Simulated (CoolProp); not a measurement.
Vapour-liquid equilibrium of dimethyl carbonate (1) + n-nonane (2) at 353.3 K; x and y are mole fractions of (1).

Model: multi-fluid Helmholtz-energy mixture model, Zhou 2011 and Lemmon 2006; pair parameters Bell 2016, in CoolProp.

Q: Give the bubble pressure and the first vapour's composition at x = 0.65, 0.8, 0.95. Is there an azeotrope?

A: x = 0.65: 0.06651 MPa, y = 0.903; x = 0.8: 0.06894 MPa, y = 0.920; x = 0.95: 0.07212 MPa, y = 0.967. No azeotrope shows between x = 0.05 and 0.95.

Pair parameters are fitted to limited data, so mixtures are less certain than the pure fluids. With so large a gap from Raoult's law the liquid may split in two, which this calculation doesn't test in full.
